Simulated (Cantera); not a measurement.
Feed: 1 mol SiH₂Cl₂, 14 mol NH₃, 87 mol N₂, held at 950 °C and 10.0 mbar.

These are equilibrium values from Cantera (NASA tables, ideal gas, pure condensed phases), not measurements of a reactor. Candidate condensed phases: NH₄Cl, Si, Si₃N₄; 28 gas species. Kinetics and transport are ignored.

Base state: N₂ 0.802, H₂ 0.181, HCl 0.0172 (mole fractions); condensed: Si₃N₄(s).

Task: What changes in the equilibrium state with this change: SiH₂Cl₂ replaced by Si₂Cl₆?

Result: 
| species | before | after |
|---|---|---|
| N₂ | 0.802 | 0.794 |
| H₂ | 0.181 | 0.154 |
| HCl | 0.0172 | 0.0513 |
| SiCl₂ | 1.48e-6 | 1.56e-5 |
| SiCl₄ | 9.84e-8 | 1.08e-5 |
| Si₃N₄(s), mol | 0.333 | 0.665 |
The feed counts by its element totals alone.

Task: What changes in the equilibrium state with this change: temperature from 950 °C to 1802 °C?

Result: 
```tsv
species	before	after
N₂	0.802	0.793
H₂	0.181	0.173
HCl	0.0172	0.0132
H	1.28e-6	0.0111
Si	<1e-9	0.00614
SiCl	<1e-9	0.000408
SiH	<1e-9	0.000146
Si₃N₄(s), mol	0.333	0
```
The tables' values for SiCl, SiN are old estimates; treat these amounts as uncertain. Gases not in the tables: Si₂H₆ and higher silanes.
